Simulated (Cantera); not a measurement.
A perfectly stirred reactor is fed with N₂O : H₂ : N₂ = 1 : 0.0036 : 0.58 (molar parts), at 0.00898 atm; it is held at 1223 K, and followed from long to short residence time.

Cantera simulation using GRI-Mech 3.0 (53 species, 325 reactions); the numbers are that mechanism's predictions, not measurements. GRI-Mech 3.0 was tuned for natural gas; its chemistry of N2O as a main component is partial and can be far from experiment. Radical loss at walls, strong at low pressure, is not modelled. The mechanism lacks the step 2 NO + O2 → 2 NO2, which can matter for NO2 below about 1400 K. The temperature is held fixed by assumption; the heat of reaction is taken as removed at once.

x: mole fraction; the columns are a selection and need not sum to one.

```
τ (s)   x N₂O      x H₂     x OH      x H      x NO       x NO₂     x H₂O
------  -----  --------  -------  -------  --------  ----------  --------
9.2     0.569  0.000102  9.78e-6  2.54e-8   0.00480  (withheld)   0.00211
4.2     0.600  0.000194  1.10e-5  5.10e-8   0.00227  (withheld)   0.00205
2.0     0.615  0.000346  1.21e-5  9.92e-8   0.00109  (withheld)   0.00191
0.90    0.623  0.000617  1.31e-5  1.93e-7  0.000488  (withheld)   0.00164
0.42    0.627  0.000993  1.35e-5  3.24e-7  0.000229  (withheld)   0.00127
0.19    0.629   0.00144  1.33e-5  4.67e-7  0.000106  (withheld)  0.000818
0.089   0.630   0.00183  1.21e-5  5.40e-7   5.21e-5  (withheld)  0.000438
0.041   0.631   0.00208  9.61e-6  4.94e-7   2.50e-5  (withheld)  0.000182
0.019   0.631   0.00221  6.41e-6  3.56e-7   1.14e-5  (withheld)   5.90e-5
0.0087  0.631   0.00226  3.52e-6  2.09e-7   4.79e-6  (withheld)   1.50e-5
0.0040  0.631   0.00227  1.65e-6  1.09e-7   1.93e-6    2.19e-10   3.24e-6
```

Problem. What belongs in the gaps?

Solution. 
- 9.2, x NO₂: 0.000126
- 4.2, x NO₂: 0.000110
- 2.0, x NO₂: 7.99e-5
- 0.90, x NO₂: 4.52e-5
- 0.42, x NO₂: 2.15e-5
- 0.19, x NO₂: 8.16e-6
- 0.089, x NO₂: 2.61e-6
- 0.041, x NO₂: 5.78e-7
- 0.019, x NO₂: 7.38e-8
- 0.0087, x NO₂: 4.93e-9
